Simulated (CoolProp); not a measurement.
Hydrogen sulfide at 298.15 K and 0.48 MPa is throttled through a valve to 0.285 MPa with no heat exchange. Each further row changes one setting.

The numbers come from the reference Helmholtz-energy equation of state, Lemmon 2006 in CoolProp. It is a short technical equation, of lower accuracy than the large ones.

| case | temperature change (K) | final density (kg/m³) |
|---|---|---|
| as stated | … | 4.06 |
| outlet pressure 0.0855 MPa | … | … |
| outlet pressure 0.37 MPa | … | … |

### Question
What belongs in the gaps?

### Answer

- as stated, temperature change (K): -3.4
- outlet pressure 0.0855 MPa, temperature change (K): -7.0
- outlet pressure 0.0855 MPa, final density (kg/m³): 1.21
- outlet pressure 0.37 MPa, temperature change (K): -1.9
- outlet pressure 0.37 MPa, final density (kg/m³): 5.27
